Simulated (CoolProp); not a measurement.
The numbers come from the reference Helmholtz-energy equation of state, Bücker 2006 in CoolProp.

Task: For n-butane, give the phase and the speed of sound (m/s), Joule-Thomson coefficient (K/MPa) at 414.9 K and 0.162 MPa; 575 K and 0.162 MPa.

Result: 
- 414.9 K and 0.162 MPa: gas; speed of sound 249, Joule-Thomson coefficient 8.86
- 575 K and 0.162 MPa: gas; speed of sound 293, Joule-Thomson coefficient 3.45
